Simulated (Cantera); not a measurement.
A closed system holds: 1 mol Al2O3, 41 mol H2, at 727 °C and 0.975 Torr.

Method: chemical equilibrium by Gibbs-energy minimisation in Cantera with the NASA 1993 tables (ideal gas, pure condensed phases). Candidate condensed phases: Al, Al2O3, H2O; 19 gas species. Equilibrium is a limit: real reactors are often held back by kinetics, nucleation or transport.

Base state: H2 1.00 (mole fractions); condensed: Al2O3(s).

Task: What changes in the equilibrium state with this change: temperature from 727 °C to 1827 °C?

Result: 
```tsv
species	before	after
H2	1.00	0.913
H	6.29e-8	0.0826
H2O	<1e-9	0.00285
Al	<1e-9	0.00155
Al2O	<1e-9	0.000240
AlOH	<1e-9	0.000117
OH	<1e-9	3.07e-5
Al2O3(s), mol	1.00	0.953
```
The tables' values for AlOH are old estimates; treat these amounts as uncertain.
